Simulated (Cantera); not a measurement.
Input: 1 mol CHF3, equilibrated at 0.0100 bar.

Method: chemical equilibrium by Gibbs-energy minimisation in Cantera with the NASA 1993 tables (ideal gas, pure condensed phases). Candidate condensed phases: C, C6H6, C7H8, C8H18; 110 gas species. Ions and electrons are included (thermal ionisation). Equilibrium is a limit: real reactors are often held back by kinetics, nucleation or transport.

### Question
At 3227 °C, list the 4 most abundant gas species with their mole fractions, and the condensed phases.

### Answer
F 0.584, HF 0.140, H 0.113, C 0.0690. Condensed: gas only.
